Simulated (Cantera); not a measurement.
What does this Cantera script print?

```python
import numpy as np
import cantera as ct

gas = ct.Solution("h2o2.yaml")
gas.TPX = 323, 500000, {'H2': 1, 'O2': 0.25, 'N2': 0.94}
flame = ct.FreeFlame(gas, width=0.013)
flame.set_refine_criteria(ratio=3, slope=0.08, curve=0.16)
flame.transport_model = "mixture-averaged"
flame.solve(loglevel=0, auto=True)
z, T = flame.grid, flame.T
thick = (T[-1] - T[0]) / np.gradient(T, z).max()
show = ['H2', 'O2', 'O', 'H2O', 'HO2', 'H2O2']
print(f"laminar burning velocity  {flame.velocity[0] * 100:.3f} cm/s")
print(f"burnt temperature         {T[-1]:.1f} K")
print(f"thermal thickness         {thick * 1e3:.4f} mm")
print(f"grid points               {len(z)}")
z0 = z[flame.heat_release_rate.argmax()]
print(f"{'z/mm':>9s}{'T/K':>9s}{'u/(m/s)':>9s}" + "".join(f"{s:>11s}" for s in show))
rows = []
for k in (-3, -2, -1.5, -1, -0.5, -0.25, 0, 0.25, 0.5, 1, 2, 4, 8):
    zz = z0 + k * thick
    rows.append([k * thick, np.interp(zz, z, T), np.interp(zz, z, flame.velocity),
                 *(np.interp(zz, z, flame.X[gas.species_index(s)]) for s in show)])
    print(f"{rows[-1][0] * 1e3:9.3f}{rows[-1][1]:9.1f}{rows[-1][2]:9.3f}" + "".join(f"{x:11.3e}" for x in rows[-1][3:]))
```

Output:

```
laminar burning velocity  313.415 cm/s
burnt temperature         2092.5 K
thermal thickness         0.0460 mm
grid points               112
     z/mm      T/K  u/(m/s)         H2         O2          O        H2O        HO2       H2O2
   -0.138    323.0    3.134  4.566e-01  1.142e-01  4.752e-12  4.339e-10  1.993e-11  2.898e-12
   -0.092    323.0    3.134  4.566e-01  1.142e-01  2.283e-10  3.787e-08  2.103e-09  3.133e-10
   -0.069    323.2    3.135  4.564e-01  1.142e-01  2.263e-09  5.345e-07  3.320e-08  5.004e-09
   -0.046    325.9    3.155  4.551e-01  1.145e-01  4.262e-08  1.778e-05  1.324e-06  2.045e-07
   -0.023    418.4    3.942  4.367e-01  1.168e-01  4.819e-06  3.328e-03  3.718e-04  4.570e-05
   -0.011    760.5    6.905  3.966e-01  1.077e-01  1.464e-04  3.358e-02  9.587e-04  1.421e-04
    0.000   1173.2   10.407  3.417e-01  8.131e-02  8.377e-04  9.479e-02  4.044e-04  5.582e-05
    0.011   1465.1   12.892  2.892e-01  4.686e-02  1.565e-03  1.620e-01  1.928e-04  7.150e-06
    0.023   1632.8   14.330  2.555e-01  2.165e-02  1.340e-03  2.092e-01  8.420e-05  2.166e-06
    0.046   1778.9   15.555  2.350e-01  3.791e-03  5.574e-04  2.436e-01  1.391e-05  8.657e-07
    0.092   1881.0   16.357  2.363e-01  2.873e-04  2.450e-04  2.520e-01  1.121e-06  3.724e-07
    0.184   1961.4   16.964  2.422e-01  5.765e-05  1.146e-04  2.545e-01  2.972e-07  1.747e-07
    0.368   2019.6   17.394  2.469e-01  2.147e-05  4.395e-05  2.564e-01  1.212e-07  7.562e-08
```

Model: the H2/O2 subset of GRI-Mech 3.0, which has no nitrogen chemistry, integrated in Cantera. The hydrogen kinetics of GRI-Mech 3.0 are dated; newer H2 mechanisms differ, most at raised pressure. Burning velocities carry a grid error of a few per cent, more on coarse grids.
